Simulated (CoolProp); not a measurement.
Vapour-liquid equilibrium of ethylene (1) + 1-butene (2) at 0.353 bar; x and y are mole fractions of (1).

Computed with CoolProp (multi-fluid Helmholtz-energy mixture model, Smukala 2000 and Lemmon 2005; pair parameters Bell 2016).

Problem. Give the bubble temperature and the first vapour's composition at x = 0.05, 0.8, 0.95. Is there an azeotrope?

Solution. x = 0.05: -65.4 °C, y = 0.873; x = 0.8: -116.8 °C, y = 1.000; x = 0.95: -119.1 °C, y = 1.000. No azeotrope shows between x = 0.05 and 0.95.

The pair parameters rest on a limited set of measurements; away from them the model extrapolates.
